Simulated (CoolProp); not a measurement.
20 sccm (0 °C, 1 atm) of nitrogen bubbles through liquid 1,2-dichloroethane at 340.8 K and leaves saturated at a total pressure of 0.15 MPa (ideal gas phase). Each further row changes one setting.

The numbers come from the reference Helmholtz-energy equation of state, Thol 2015 in CoolProp.

```tsv
case	vapour pressure (kPa)	mole fraction of vapour	delivery (mg/min)	delivery (sccm)	change of delivery for a bath 1 K warmer (%)
as stated	60.0	0.400	?	?	6.0
bath temperature 345.8 K	71.2	?	79.8	?	?
total pressure 0.3 MPa	60.0	0.200	?	?	?
```

Task: Some entries are withheld; supply them.

Result: 
- as stated, delivery (mg/min): 58.8
- as stated, delivery (sccm): 13.3
- bath temperature 345.8 K, mole fraction of vapour: 0.475
- bath temperature 345.8 K, delivery (sccm): 18.1
- bath temperature 345.8 K, change of delivery for a bath 1 K warmer (%): 6.7
- total pressure 0.3 MPa, delivery (mg/min): 22.1
- total pressure 0.3 MPa, delivery (sccm): 5.00
- total pressure 0.3 MPa, change of delivery for a bath 1 K warmer (%): 4.5
